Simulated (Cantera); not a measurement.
A closed system holds: 1 mol SiCl₄, 1.6 mol H₂O, 6.3 mol N₂, held at 852 °C and 1500 Pa.

These are equilibrium values from Cantera (NASA tables, ideal gas, pure condensed phases), not measurements of a reactor. Candidate condensed phases: H₂O, NH₄Cl, Si, SiO₂, Si₂N₂O, Si₃N₄; 47 gas species. The numbers say what is thermodynamically allowed, not how fast it happens.

Base state: N₂ 0.649, HCl 0.330, SiCl₄ 0.0206, Cl 2.74e-5, H₂ 1.51e-5 (mole fractions); condensed: SiO₂(β-quartz).

Question: What changes in the equilibrium state with this change: H₂O from 1.6 to 0.19 mol?

Answer: 
```json
[
 {"species": "N₂", "before": "0.649", "after": "0.831"},
 {"species": "SiCl₄", "before": "0.0206", "after": "0.119"},
 {"species": "HCl", "before": "0.330", "after": "0.0501"},
 {"species": "H₂", "before": "1.51e-5", "after": "6.98e-7"},
 {"species": "SiCl₃", "before": "2.49e-6", "after": "2.04e-5"},
 {"species": "SiO₂(β-quartz), mol", "before": "0.800", "after": "0.0950"}
]
```
The tables' values for SiCl₃ are old estimates; treat these amounts as uncertain.

Question: What changes in the equilibrium state with this change: SiCl₄ replaced by Si₂H₆?

Answer: 
| species | before | after |
|---|---|---|
| N₂ | 0.649 | 0.545 |
| H₂ | 1.51e-5 | 0.455 |
| H₂O | 4.57e-7 | 2.39e-5 |
| HCl | 0.330 | 0 |
| SiCl₄ | 0.0206 | 0 |
| Cl | 2.74e-5 | 0 |
| SiO₂(β-quartz), mol | 0.800 | 0.400 |
| Si₂N₂O(s), mol | 0 | 0.800 |
The feed counts by its element totals alone. N₂ is the only nitrogen source here; it is nearly inert below about 1500 K, so the nitride shown seldom forms there in practice. Mutual solubility and eutectic melting of coexisting phases are not modelled.

Question: What changes in the equilibrium state with this change: SiCl₄ replaced by SiF₄?

Answer: 
```json
[
 {"species": "N₂", "before": "0.649", "after": "0.663"},
 {"species": "HF", "before": "0", "after": "0.255"},
 {"species": "SiF₄", "before": "0", "after": "0.0414"},
 {"species": "HCl", "before": "0.330", "after": "0"},
 {"species": "SiCl₄", "before": "0.0206", "after": "0"},
 {"species": "H₂O", "before": "4.57e-7", "after": "0.0407"},
 {"species": "Cl", "before": "2.74e-5", "after": "0"},
 {"species": "H₂", "before": "1.51e-5", "after": "1.15e-6"},
 {"species": "SiO₂(β-quartz), mol", "before": "0.800", "after": "0.607"}
]
```
